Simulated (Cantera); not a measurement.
# CH4 + H2O (carbon deposition, reforming and gasification)

A closed system holds: 1 mol CH4, 0.38 mol H2O, at 1848.15 K and 2930 Torr.

Equilibrium computed with Cantera from the NASA thermochemical tables; the gas is ideal and each condensed phase is pure. Candidate condensed phases: C, C6H6, C7H8, C8H18, H2O; 110 gas species. Kinetics and transport are ignored.

```yaml
x(H2): 0.860
x(CO): 0.138
x(CH4): 0.00190
x(H): 0.000249
x(C2H2 (acetylene)): 0.000222
x(H2O): 0.000104
x(C2H4): 1.26e-5
x(CH3): 1.11e-5
x(CO2): 4.18e-6
n(C(graphite)): 0.614 mol
gas_amount: 2.755 mol
```
